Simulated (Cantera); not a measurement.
Feed: 1 mol N2O, 0.011 mol SO2, 0.48 mol H2, held at 1627 °C and 1 atm.

These are equilibrium values from Cantera (NASA tables, ideal gas, pure condensed phases), not measurements of a reactor. Candidate condensed phases: H2O, H2SO4, S; 35 gas species. Equilibrium is a limit: real reactors are often held back by kinetics, nucleation or transport.

Base state: N2 0.569, H2O 0.273, O2 0.146, SO2 0.00626, NO 0.00406, OH 0.00184, O 0.000113, H2 9.25e-5 (mole fractions); condensed: gas only.

Q: What changes in the equilibrium state with this change: temperature from 1627 °C to 2875 °C?

A: 
```tsv
species	before	after
N2	0.569	0.499
H2O	0.273	0.153
O2	0.146	0.100
OH	0.00184	0.0737
H	7.58e-6	0.0450
O	0.000113	0.0578
H2	9.25e-5	0.0346
NO	0.00406	0.0311
S	<1e-9	9.88e-5
N	<1e-9	2.43e-5
SH	<1e-9	1.72e-5
SO	9.31e-7	0.00143
```
